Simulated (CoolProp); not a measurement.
Carbon dioxide along the isotherm 341.5 K: fugacity coefficient from the reference equation and from simpler models built on Tc = 304.1 K, pc = 7377 kPa, ω = 0.224; each cubic takes its own stable root.

Computed with CoolProp (reference Helmholtz-energy equation of state, Span 1996).

| p (kPa) | phase | reference |
|---|---|---|
| 4610 | gas | 0.8595 |
| 9220 | supercritical | 0.7276 |
| 13800 | supercritical | 0.6077 |
| 18400 | supercritical | 0.5182 |
| 23100 | supercritical | 0.4594 |
| 27700 | supercritical | 0.4213 |
| 32300 | supercritical | 0.3953 |
| 36900 | supercritical | 0.3771 |

### Question
How far does each simpler model (van der Waals, Redlich-Kwong, Soave-Redlich-Kwong, Peng-Robinson) lie from the reference over these 8 states: mean and median of the absolute difference, and the worst?

### Answer
- van der Waals: mean 2.9 %, median 1.8 %, worst +8.6 % at 341.5 K and 36900 kPa
- Redlich-Kwong: mean 1.0 %, median 0.9 %, worst -2.0 % at 341.5 K and 13800 kPa
- Soave-Redlich-Kwong: mean 4.8 %, median 5.1 %, worst +9.0 % at 341.5 K and 36900 kPa
- Peng-Robinson: mean 1.7 %, median 1.5 %, worst -2.8 % at 341.5 K and 9220 kPa
